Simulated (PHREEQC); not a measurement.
Dissolve 37 mmol/kgw NH3, 0.12 mmol/kgw CO2 and 6.4 mmol/kgw K3PO4 at 82 °C. Closed to the air; pH follows from the charge balance.

Computed with PHREEQC (ion-association model, phreeqc.dat).

No solid was allowed to form.

Task: Order these P species by the share of P that they hold, largest first: KHPO4-, HPO4-2, PO4-3.

Result: HPO4-2 (93 %), PO4-3 (4.9 %), KHPO4- (1.7 %)

The pH is 10.25 and the ionic strength 0.0262 mol/kgw. Species that the database lacks are ignored. Away from 25 °C the constants follow the database's enthalpies or fits; those with neither stay at their 25 °C values.
